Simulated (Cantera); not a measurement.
An adiabatic, constant-volume homogeneous reactor starts with CH₄ : H₂ : O₂ : N₂ : H₂O = 1 : 0.19 : 5.11 : 19.2 : 0.59 (molar parts), equivalence ratio 0.41, at 1673 K and 1.00 bar. Integrator tolerance rtol = 1e-08.

Cantera simulation using GRI-Mech 3.0 (53 species, 325 reactions); the numbers are that mechanism's predictions, not measurements.

```json
[
 {"quantity": "time of steepest temperature rise", "before": "0.144 ms", "after": "9.56 ms"},
 {"quantity": "temperature at 4.00 s", "before": "2536 K", "after": "2199 K"},
 {"quantity": "equilibrium temperature", "before": "2536 K", "after": "2199 K"},
 {"quantity": "x(CH₄) at 4.00 s", "before": "<1e-12 (gas-phase equilibrium <1e-12)", "after": "<1e-12 (gas-phase equilibrium <1e-12)"},
 {"quantity": "x(H₂) at 4.00 s", "before": "0.00174 (gas-phase equilibrium 0.00174)", "after": "0.000260 (gas-phase equilibrium 0.000260)"},
 {"quantity": "x(O₂) at 4.00 s", "before": "0.104 (gas-phase equilibrium 0.104)", "after": "0.110 (gas-phase equilibrium 0.110)"},
 {"quantity": "x(NO) at 4.00 s", "before": "0.0166 (gas-phase equilibrium 0.0166)", "after": "0.00885 (gas-phase equilibrium 0.00885)"},
 {"quantity": "x(H) at 4.00 s", "before": "0.00100 (gas-phase equilibrium 0.00100)", "after": "6.59e-5 (gas-phase equilibrium 6.59e-5)"}
]
```

Question: Name the change that produced these shifts.
(A) initial temperature 1673 to 1150 K
(B) constant pressure in place of constant volume
(C) pressure from 1.00 bar to 3.00 bar
(D) initial temperature 1673 to 1225 K

Answer: A, initial temperature 1673 to 1150 K
